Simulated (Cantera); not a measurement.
Counterflow diffusion flame

A counterflow diffusion flame at 0.540 bar, nozzles 20 mm apart: fuel side 73.0 % CH4, 27.0 % N2 at 325 K, oxidiser side 25.0 % O2, 75.0 % N2 at 500 K, fuel mass flux 0.82 times the oxidiser's; mixture-averaged transport, no radiation.

Model: GRI-Mech 3.0 (53 species, 325 reactions), integrated in Cantera. GRI-Mech 3.0 has no aromatics or soot, which form on the fuel side of real flames. The maximum strain rate includes the flame's own expansion and is several times the mean.

| oxidiser flux (kg/m²/s) | max strain (1/s) | mean strain (1/s) | T max (K) | peak x OH | peak x H | peak x NO | peak x CO | peak x C2H2 |
|---|---|---|---|---|---|---|---|---|
| 0.14 | 186 | 33.5 | 2156 | 0.0112 | 0.00664 | 0.000324 | 0.0702 | 0.0140 |
| 0.17 | 220 | 40.7 | 2146 | 0.0111 | 0.00676 | 0.000307 | 0.0694 | 0.0137 |
| 0.2 | 253 | 47.8 | 2138 | 0.0110 | 0.00686 | 0.000293 | 0.0688 | 0.0134 |
| 0.25 | 307 | 59.8 | 2130 | 0.0109 | 0.00704 | 0.000274 | 0.0682 | 0.0130 |
| 0.31 | 372 | 74.1 | 2122 | 0.0108 | 0.00721 | 0.000256 | 0.0678 | 0.0128 |
| 0.38 | 446 | 90.9 | 2113 | 0.0107 | 0.00734 | 0.000237 | 0.0673 | 0.0124 |
| 0.46 | 529 | 110 | 2104 | 0.0105 | 0.00745 | 0.000218 | 0.0670 | 0.0120 |
| 0.57 | 642 | 136 | 2093 | 0.0104 | 0.00755 | 0.000195 | 0.0666 | 0.0116 |
| 0.7 | 774 | 167 | 2082 | 0.0101 | 0.00762 | 0.000173 | 0.0664 | 0.0111 |
| 0.86 | 934 | 206 | 2068 | 0.00988 | 0.00764 | 0.000151 | 0.0662 | 0.0105 |
x: mole fraction; the columns are a selection and need not sum to one.
